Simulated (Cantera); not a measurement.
# Boron, boron nitride and boron oxide: BF₃ + O₂ + N₂

Charge: 1 mol BF₃, 0.069 mol O₂, 0.34 mol N₂, at 0.00133 bar.

These are equilibrium values from Cantera (NASA tables, ideal gas, pure condensed phases), not measurements of a reactor. Candidate condensed phases: B, BN, B₂O₃; 31 gas species. Kinetics and transport are ignored.

```tsv
T (K)	log p BF₃	log p N₂	log p O₂	log p F	log p BOF	log p NO	log p O
973	-3.02	-3.49	-4.19	-10.57	-11.07	-8.09	-12.26
1073	-3.02	-3.49	-4.19	-9.44	-9.82	-7.63	-11.00
1173	-3.02	-3.49	-4.19	-8.49	-8.82	-7.25	-9.95
1273	-3.02	-3.49	-4.19	-7.67	-7.99	-6.93	-9.06
1373	-3.02	-3.49	-4.19	-6.98	-7.29	-6.66	-8.30
1473	-3.02	-3.49	-4.19	-6.37	-6.68	-6.42	-7.65
1573	-3.02	-3.49	-4.19	-5.85	-6.15	-6.22	-7.08
1673	-3.03	-3.49	-4.20	-5.38	-5.69	-6.04	-6.57
1773	-3.03	-3.50	-4.21	-4.98	-5.28	-5.89	-6.13
```
log p: log10 of the partial pressure in bar; nothing condenses.

From 973 K to 1773 K nothing is condensed. The main B-bearing gas is BF₃ throughout.
